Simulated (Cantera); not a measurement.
A Cantera script and its output.

```python
import numpy as np
import cantera as ct

gas = ct.Solution("h2o2.yaml")
gas.TPX = 675, 28000, {'H2': 1, 'O2': 0.417, 'N2': 1.21}
flame = ct.FreeFlame(gas, width=0.098)
flame.set_refine_criteria(ratio=3, slope=0.08, curve=0.16)
flame.transport_model = "mixture-averaged"
flame.solve(loglevel=0, auto=True)
z, T = flame.grid, flame.T
thick = (T[-1] - T[0]) / np.gradient(T, z).max()
show = ['H2', 'O2', 'OH', 'H2O', 'H', 'HO2']
print(f"laminar burning velocity  {flame.velocity[0] * 100:.3f} cm/s")
print(f"burnt temperature         {T[-1]:.1f} K")
print(f"thermal thickness         {thick * 1e3:.4f} mm")
print(f"grid points               {len(z)}")
z0 = z[flame.heat_release_rate.argmax()]
print(f"{'z/mm':>9s}{'T/K':>9s}{'u/(m/s)':>9s}" + "".join(f"{s:>11s}" for s in show))
rows = []
for k in (-3, -2, -1.5, -1, -0.5, -0.25, 0, 0.25, 0.5, 1, 2, 4, 8):
    zz = z0 + k * thick
    rows.append([k * thick, np.interp(zz, z, T), np.interp(zz, z, flame.velocity),
                 *(np.interp(zz, z, flame.X[gas.species_index(s)]) for s in show)])
    print(f"{rows[-1][0] * 1e3:9.3f}{rows[-1][1]:9.1f}{rows[-1][2]:9.3f}" + "".join(f"{x:11.3e}" for x in rows[-1][3:]))
```

It prints:

```
laminar burning velocity  1062.445 cm/s
burnt temperature         2618.8 K
thermal thickness         2.3807 mm
grid points               128
     z/mm      T/K  u/(m/s)         H2         O2         OH        H2O          H        HO2
   -7.142    675.0   10.624  3.807e-01  1.587e-01  6.482e-17  1.375e-13  2.244e-14  4.900e-12
   -4.761    675.0   10.624  3.807e-01  1.587e-01  3.380e-14  3.551e-12  1.281e-11  6.742e-11
   -3.571    675.0   10.624  3.807e-01  1.587e-01  2.448e-12  1.351e-10  1.022e-09  2.656e-09
   -2.381    675.0   10.625  3.807e-01  1.587e-01  7.411e-10  2.812e-08  2.876e-07  4.329e-07
   -1.190    681.0   10.710  3.795e-01  1.586e-01  2.551e-05  3.647e-04  3.987e-04  7.801e-05
   -0.595    796.8   12.401  3.559e-01  1.550e-01  4.188e-04  1.153e-02  1.086e-02  6.305e-05
    0.000   1205.5   18.189  1.986e-01  9.960e-02  4.869e-03  1.243e-01  8.433e-02  2.921e-05
    0.595   1507.1   22.413  8.682e-02  3.292e-02  1.212e-02  2.424e-01  1.214e-01  9.169e-06
    1.190   1636.9   24.138  8.190e-02  2.524e-02  1.540e-02  2.564e-01  1.122e-01  6.180e-06
    2.381   1790.0   26.106  8.616e-02  2.218e-02  1.888e-02  2.638e-01  9.571e-02  4.600e-06
    4.761   1963.0   28.249  8.949e-02  1.894e-02  2.216e-02  2.736e-01  7.794e-02  3.331e-06
    9.523   2146.0   30.435  9.084e-02  1.542e-02  2.444e-02  2.862e-01  6.055e-02  2.393e-06
   19.046   2325.7   32.498  9.003e-02  1.187e-02  2.503e-02  3.010e-01  4.495e-02  1.871e-06
```

Computed with Cantera and the H2/O2 subset of GRI-Mech 3.0, which has no nitrogen chemistry. Burning velocities carry a grid error of a few per cent, more on coarse grids.
